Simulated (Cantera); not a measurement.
A Cantera script and what it prints.

```python
import numpy as np
import cantera as ct

gas_names = """
    C CN CO CO2 C2 CCN CNC C2N2 C2O C3 C3O2 C4 C4N2 C5 Cu CuO Cu2 N NCO NO NO2 NO3 N2 N2O O O2 O3
""".split()
cond_names = """
    C(gr) Cu(cr) Cu(L) CuO(s) Cu2O(s) Cu2O(L)
""".split()


# ... load() reads the species with a 1 bar reference pressure and builds the phases ...
atoms = {
    'Cu': {'Cu': 1},
    'CO2': {'C': 1, 'O': 2},
    'N2': {'N': 2},
}
top_T = {'C(gr)': 4500, 'CuO(s)': 1390}  # K; cautious upper limits of use, not melting points


# ... equilibrate(T, P, feed) seeds the gas with the atoms and calls Mixture.equilibrate('TP', solver="vcs", rtol=1e-11, max_steps=5000) ...
results = []
feed = {'Cu': 1, 'CO2': 5.3, 'N2': 4.2}  # mol
T = 1698  # K
P = 20000  # Pa
mix = equilibrate(T, P, feed)
results.append((T, P, feed, dict(zip(mix.species_names, mix.species_moles))))
print(gas.report(threshold=1e-05))
for i in range(1, mix.n_phases):
    print(f"{mix.phase(i).name:16s} {mix.phase_moles(i):12.5e} mol")
```

Output:

```
       temperature   1698 K
          pressure   20000 Pa
           density   0.052292 kg/m^3
  mean mol. weight   36.913 kg/kmol
   phase of matter   gas

                          1 kg             1 kmol
                     ---------------   ---------------
          enthalpy       -4.2622e+06       -1.5733e+08  J
   internal energy       -4.6447e+06       -1.7145e+08  J
           entropy              7993        2.9504e+05  J/K
    Gibbs function       -1.7834e+07       -6.5832e+08  J
 heat capacity c_p            1316.6             48600  J/K
 heat capacity c_v            1091.4             40286  J/K

                      mass frac. Y      mole frac. X     chem. pot. / RT
                     ---------------   ---------------   ---------------
                CO         0.0018639         0.0024563           -42.605
               CO2           0.66088           0.55432           -60.893
                Cu          0.001332        0.00077374           -7.1597
                NO        0.00012934        0.00015912           -32.703
                N2           0.33479           0.44114            -28.83
                O2        0.00099346         0.0011461           -36.576
     [  +21 minor]        8.4463e-06        6.0204e-06

C(gr)             0.00000e+00 mol
Cu(L)             9.92600e-01 mol
Cu2O(L)           0.00000e+00 mol
```

Equilibrium computed with Cantera from the NASA thermochemical tables; the gas is ideal and each condensed phase is pure.
